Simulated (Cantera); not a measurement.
Ignition delay

Mixture: 7.24 % CH4, 1.95 % CO, 19.1 % O2, 71.7 % N2, at 19500 Torr, adiabatic and at constant pressure. Ignition delay is the time to a rise of 400 K.

Detailed kinetics in Cantera: GRI-Mech 3.0 (53 species, 325 reactions). The pressure lies above the range GRI-Mech 3.0 was tuned for (to about 10 atm).

```csv
T0 (K),delay (ms)
1100,9.02
1150,4.19
1200,2.08
1250,1.09
1300,0.602
1350,0.346
1400,0.205
1450,0.125
1500,0.0786
```

| Property | Value |
|---|---|
| apparent activation energy between 1400 and 1500 K | 170 kJ/mol |
